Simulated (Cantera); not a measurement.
A freely propagating, adiabatic, planar premixed flame of CH4 : O2 : N2 = 1 : 1.54 : 5.78 (molar parts), equivalence ratio 1.3, unburnt at 550 K and 3230 Torr; mixture-averaged transport, grid criteria slope 0.08 and curve 0.16, no radiation.

Detailed kinetics in Cantera: GRI-Mech 3.0 (53 species, 325 reactions). Burning velocities carry a grid error of a few per cent, more on coarse grids.

Predict: laminar burning velocity; thermal thickness; peak x(H2); peak x(HCN); peak x(CH2O).


```json
{
  "laminar_burning_velocity": "42.0 cm/s",
  "thermal_thickness": "0.167 mm",
  "peak x(H2)": "0.0429",
  "peak x(HCN)": "4.33e-5",
  "peak x(CH2O)": "0.00130"
}
```
